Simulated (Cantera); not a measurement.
Cantera run:

```python
import numpy as np
import cantera as ct

gas_names = [...]  # 87 gases of nasa_gas.yaml made of C, H, Si
cond_names = """
    C(gr) C6H6(L) C7H8(L) C8H18(L),n-octa Si(cr) Si(L) SiC(b)
""".split()


# ... load() reads the species with a 1 bar reference pressure and builds the phases ...
atoms = {
    'CH3SiH3': {'C': 1, 'H': 6, 'Si': 1},
    'H2': {'H': 2},
}
top_T = {'C(gr)': 4500, 'SiC(b)': 3050}  # K; cautious upper limits of use, not melting points


# ... equilibrate(T, P, feed) seeds the gas with the atoms and calls Mixture.equilibrate('TP', solver="vcs", rtol=1e-11, max_steps=5000) ...
results = []
feed = {'CH3SiH3': 1, 'H2': 66}  # mol
T = 1975  # K
P = 2100  # Pa
mix = equilibrate(T, P, feed)
results.append((T, P, feed, dict(zip(mix.species_names, mix.species_moles))))
print(gas.report(threshold=1e-06))
for i in range(1, mix.n_phases):
    print(f"{mix.phase(i).name:16s} {mix.phase_moles(i):12.5e} mol")
```

Result:

```
       temperature   1975 K
          pressure   2100 Pa
           density   0.00025772 kg/m^3
  mean mol. weight   2.0153 kg/kmol
   phase of matter   gas

                          1 kg             1 kmol
                     ---------------   ---------------
          enthalpy        2.6867e+07        5.4145e+07  J
   internal energy        1.8719e+07        3.7724e+07  J
           entropy        1.0933e+05        2.2033e+05  J/K
    Gibbs function       -1.8906e+08         -3.81e+08  J
 heat capacity c_p             16866             33989  J/K
 heat capacity c_v             12740             25675  J/K

                      mass frac. Y      mole frac. X     chem. pot. / RT
                     ---------------   ---------------   ---------------
               CH4        3.0564e-05        3.8394e-06           -50.255
    C2H2,acetylene         0.0014011        0.00010844            -30.57
                 H         0.0046998         0.0093962           -11.657
                H2           0.99062           0.99027           -23.314
                Si         0.0026082        0.00018716           -7.9212
              SiC2        3.0017e-05         1.161e-06           -15.178
               SiH        0.00028047        1.9428e-05           -19.578
              SiH2        0.00016533        1.1069e-05           -31.235
              Si2C        0.00015595        4.6096e-06           -19.471
     [  +78 minor]        1.2795e-05        1.0239e-06

C(gr)             0.00000e+00 mol
Si(L)             0.00000e+00 mol
SiC(b)            9.84155e-01 mol
```

Equilibrium computed with Cantera from the NASA thermochemical tables; the gas is ideal and each condensed phase is pure. The feed counts by its element totals alone. Gases not in the tables: Si2H6 and higher silanes.
